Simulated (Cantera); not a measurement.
Thermodynamics of roasting and sulfation, feed MgCO3 + SO3 + H2O

Feed: 1 mol MgCO3, 2.6 mol SO3, 0.81 mol H2O, held at 1 atm.

Equilibrium computed with Cantera from the NASA thermochemical tables; the gas is ideal and each condensed phase is pure. Candidate condensed phases: C, C6H6, C7H8, C8H18, H2O, H2SO4, Mg, MgCO3, MgO, Mg(OH)2, MgS, MgSO4, S; 130 gas species. Equilibrium is a limit: real reactors are often held back by kinetics, nucleation or transport.

```tsv
T (K)	x SO2	x SO3	x CO2	x O2	x H2O	x H2SO4	x OH	n MgSO4(s)	n MgO(s)
875	0.127	0.312	0.275	0.0634	0.221	0.00142	7.76e-9	1.00	0
950	0.203	0.218	0.264	0.102	0.213	0.000357	4.99e-8	1.00	0
1025	0.270	0.136	0.254	0.135	0.205	9.30e-5	2.37e-7	1.00	0
1100	0.316	0.0788	0.247	0.158	0.200	2.59e-5	8.93e-7	1.00	0
1175	0.343	0.0453	0.243	0.172	0.197	7.94e-6	2.81e-6	1.00	0
1250	0.358	0.0267	0.241	0.179	0.195	2.72e-6	7.69e-6	1.00	0
1325	0.367	0.0163	0.239	0.183	0.194	1.04e-6	1.87e-5	1.00	0
1400	0.445	0.0137	0.176	0.222	0.143	4.27e-7	3.72e-5	0	1.00
1475	0.448	0.00909	0.176	0.224	0.142	1.98e-7	7.58e-5	0	1.00
1550	0.450	0.00628	0.176	0.225	0.142	9.88e-8	0.000144	0	1.00
1625	0.452	0.00449	0.176	0.226	0.142	5.29e-8	0.000258	0	1.000
1700	0.453	0.00330	0.175	0.226	0.142	3.00e-8	0.000440	0	1.000
```
x: gas mole fraction; n: condensed amount in mol.

From 875 K to 1325 K the condensed part is MgSO4(s). From 1400 K to 1700 K the condensed part is MgO(s).
